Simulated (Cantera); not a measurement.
Input: 1 mol (CH3)2SiCl2, 0.084 mol HCl, 590 mol H2, 0.015 mol CH4, held at 1775 K and 10000 Pa.

Method: chemical equilibrium by Gibbs-energy minimisation in Cantera with the NASA 1993 tables (ideal gas, pure condensed phases). Candidate condensed phases: C, C6H6, C7H8, C8H18, Si, SiC; 109 gas species. The feed counts by its element totals alone. Rates play no part.

Base state: H2 0.995, HCl 0.00350, H 0.000913, C2H2 (acetylene) 0.000142, CH4 8.29e-5 (mole fractions); condensed: C(graphite) + SiC(s).

**Question.** What changes in the equilibrium state with this change: (CH3)2SiCl2 replaced by SiCl4?

**Answer.** 
```tsv
species	before	after
H2	0.995	0.992
HCl	0.00350	0.00660
H	0.000913	0.000912
C2H2 (acetylene)	0.000142	6.50e-8
SiCl2	8.47e-7	0.000141
CH4	8.29e-5	1.77e-6
Si	4.71e-7	2.20e-5
C(graphite), mol	0.797	0
SiC(s), mol	0.999	0.0137
Si(l), mol	0	0.867
```
Mutual solubility and eutectic melting of coexisting phases are not modelled. Gases not in the tables: Si2H6 and higher silanes.

**Question.** What changes in the equilibrium state with this change: temperature from 1775 K to 998.15 K?

**Answer.** 
```json
[
 {"species": "H2", "before": "0.995", "after": "0.995"},
 {"species": "HCl", "before": "0.00350", "after": "0.00351"},
 {"species": "CH4", "before": "8.29e-5", "after": "0.00171"},
 {"species": "H", "before": "0.000913", "after": "6.81e-9"},
 {"species": "C2H2 (acetylene)", "before": "0.000142", "after": "<1e-9"},
 {"species": "C(graphite), mol", "before": "0.797", "after": "0"},
 {"species": "SiC(s), mol", "before": "0.999", "after": "1.000"}
]
```

**Question.** What changes in the equilibrium state with this change: (CH3)2SiCl2 replaced by SiH4?

**Answer.** 
```csv
species,before,after
H2,0.995,0.999
H,0.000913,0.000915
HCl,0.00350,0.000141
C2H2 (acetylene),0.000142,6.54e-8
SiH2,5.34e-7,2.50e-5
Si,4.71e-7,2.20e-5
CH4,8.29e-5,1.79e-6
"C(graphite), mol",0.797,0
"SiC(s), mol",0.999,0.0137
"Si(l), mol",0,0.953
```
Mutual solubility and eutectic melting of coexisting phases are not modelled. Gases not in the tables: Si2H6 and higher silanes.
